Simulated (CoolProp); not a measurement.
A single-stage vapour-compression cycle with the fluid: evaporating at 220.15 K (dew point), condensing at 282.15 K (bubble point), superheat 8 K, subcooling 2 K, compressor efficiency 0.9, no pressure losses. The same conditions are run with several fluids, on thermodynamics alone (safety and materials aside).

Model: reference Helmholtz-energy equation of state of each fluid (propylene: Lemmon 2013; C2F6 (R116): Lemmon 2006; CH2F2 (R32): Tillner-Roth 1997; R227EA: Lemmon 2016; R407C: Lemmon 2003; isobutene: Lemmon 2005), in CoolProp. Blends and air are pseudo-pure fits.

| fluid | cooling COP | pressure ratio | discharge temperature (K) | refrigerating effect (kJ/kg) | volumetric capacity (kJ/m³) |
|---|---|---|---|---|---|
| propylene | 2.48 | 9.61 | 325.3 | ? | 568 |
| C2F6 (R116) | 1.50 | ? | 291.8 | 40.1 | 1050 |
| CH2F2 (R32) | ? | 11.4 | 381.5 | ? | 779 |
| R227EA | 2.29 | 18.0 | 286.5 | 87.7 | 120 |
| R407C | 2.15 | 17.8 | ? | ? | 345 |
| isobutene | ? | 17.0 | 314.3 | 313 | 100 |

Problem. Fill in the missing entries.

Solution. 
- propylene, refrigerating effect (kJ/kg): 316
- C2F6 (R116), pressure ratio: 7.09
- CH2F2 (R32), cooling COP: 2.38
- CH2F2 (R32), refrigerating effect (kJ/kg): 290
- R407C, discharge temperature (K): 340.4
- R407C, refrigerating effect (kJ/kg): 176
- isobutene, cooling COP: 2.57
